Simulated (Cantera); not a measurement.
Feed: 1 mol SiF4, 0.62 mol O3, equilibrated at 573 K and 1330 Pa.

These are equilibrium values from Cantera (NASA tables, ideal gas, pure condensed phases), not measurements of a reactor. Candidate condensed phases: Si, SiO2; 17 gas species. Kinetics and transport are ignored.

Base state: SiF4 0.518, O2 0.482 (mole fractions); condensed: gas only.

What changes in the equilibrium state with this change: O3 from 0.62 to 0.12 mol?


```csv
species,before,after
SiF4,0.518,0.847
O2,0.482,0.153
```
